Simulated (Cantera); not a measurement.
An isothermal, constant-pressure homogeneous reactor starts with 57.1 % NO, 42.9 % N2, at 1773 K and 0.0533 atm.

Computed with Cantera and GRI-Mech 3.0 (53 species, 325 reactions).

x: mole fraction; the columns are a selection and need not sum to one.

```csv
t (s),x NO,x NO2,x N2,x O2,x O,x N2O
0.000200,0.571,1.34e-8,0.429,8.61e-10,6.26e-7,6.37e-7
0.000632,0.571,1.28e-7,0.429,8.45e-9,1.91e-6,2.00e-6
0.00200,0.571,(withheld),0.429,(withheld),(withheld),(withheld)
0.00632,0.571,7.71e-6,0.429,9.55e-7,1.33e-5,1.87e-5
0.0200,0.571,3.01e-5,0.429,1.44e-5,2.74e-5,5.02e-5
0.0632,0.571,4.70e-5,0.429,0.000132,3.77e-5,9.98e-5
0.200,0.570,5.15e-5,0.429,0.000617,4.13e-5,0.000122
0.632,0.567,5.79e-5,0.431,0.00220,4.47e-5,0.000121
2.00,0.557,7.44e-5,0.436,0.00719,5.38e-5,0.000115
6.32,0.526,0.000108,0.451,0.0227,7.47e-5,9.95e-5
20.0,(withheld),(withheld),(withheld),(withheld),(withheld),(withheld)
63.2,0.253,0.000134,0.588,0.159,0.000166,2.04e-5
200,0.0651,4.40e-5,0.682,0.253,0.000205,1.33e-6
```

Problem. Complete the blanks.

Solution. 
- 0.00200, x NO2: 1.12e-6
- 0.00200, x O2: 8.29e-8
- 0.00200, x O: 5.40e-6
- 0.00200, x N2O: 6.23e-6
- 20.0, x NO: 0.437
- 20.0, x NO2: 0.000150
- 20.0, x N2: 0.495
- 20.0, x O2: 0.0668
- 20.0, x O: 0.000113
- 20.0, x N2O: 6.53e-5
